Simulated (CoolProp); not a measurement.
Vapour-liquid equilibrium of R125 (1) + R134a (2) at 0.436 MPa; x and y are mole fractions of (1).

Values from CoolProp's multi-fluid Helmholtz-energy mixture model, Lemmon 2005 and Tillner-Roth 1994; pair parameters Lemmon 2004.

```csv
x,"bubble temperature, mixture model (K)","bubble temperature, Raoult's law (K)","y, mixture model","y, Raoult's law"
0.05,282.9,282.9,(withheld),0.104
0.2,(withheld),278.1,(withheld),0.359
0.35,(withheld),273.9,(withheld),0.551
0.5,270.0,270.2,0.676,0.699
0.65,266.7,266.8,(withheld),0.814
0.8,263.8,263.8,(withheld),0.906
0.95,261.1,261.1,(withheld),0.979
```

Question: What belongs in the gaps?

Answer: 
- 0.05, y, mixture model: 0.098
- 0.2, bubble temperature, mixture model (K): 277.9
- 0.2, y, mixture model: 0.343
- 0.35, bubble temperature, mixture model (K): 273.7
- 0.35, y, mixture model: 0.529
- 0.65, y, mixture model: 0.794
- 0.8, y, mixture model: 0.892
- 0.95, y, mixture model: 0.975

The largest gap from Raoult's law is -0.2 K in bubble temperature, at x = 0.35. No azeotrope shows between x = 0.05 and 0.95.

Pair parameters are fitted to limited data, so mixtures are less certain than the pure fluids.
